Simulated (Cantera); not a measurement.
An adiabatic, constant-volume homogeneous reactor starts with CO : H₂ : O₂ : N₂ = 1 : 0.2 : 0.896 : 3.37 (molar parts), at 1273 K and 27000 Pa. Integrator tolerance rtol = 1e-08.

Detailed kinetics in Cantera: GRI-Mech 3.0 (53 species, 325 reactions).

| quantity | before | after |
|---|---|---|
| time of steepest temperature rise | 0.220 ms | 62.5 µs |
| temperature at 3.00 s | 2631 K | 2717 K |
| equilibrium temperature | 2631 K | 2717 K |
| x(CO) at 3.00 s | 0.0537 (gas-phase equilibrium 0.0537) | 0.0731 (gas-phase equilibrium 0.0731) |
| x(H₂) at 3.00 s | 0.00177 (gas-phase equilibrium 0.00177) | 0.00243 (gas-phase equilibrium 0.00243) |
| x(O₂) at 3.00 s | 0.0716 (gas-phase equilibrium 0.0716) | 0.0758 (gas-phase equilibrium 0.0758) |
| x(NO) at 3.00 s | 0.0153 (gas-phase equilibrium 0.0153) | 0.0178 (gas-phase equilibrium 0.0178) |
| x(CO₂) at 3.00 s | 0.144 (gas-phase equilibrium 0.144) | 0.122 (gas-phase equilibrium 0.122) |
| x(H₂O₂) at 3.00 s | 5.51e-8 (gas-phase equilibrium 5.51e-8) | 5.22e-8 (gas-phase equilibrium 5.22e-8) |

**Question.** Name the change that produced these shifts.
(A) pressure from 27000 Pa to 1400000 Pa
(B) initial temperature 1273 to 1675 K
(C) initial temperature 1273 to 1823 K
(D) constant pressure in place of constant volume

**Answer.** B, initial temperature 1273 to 1675 K
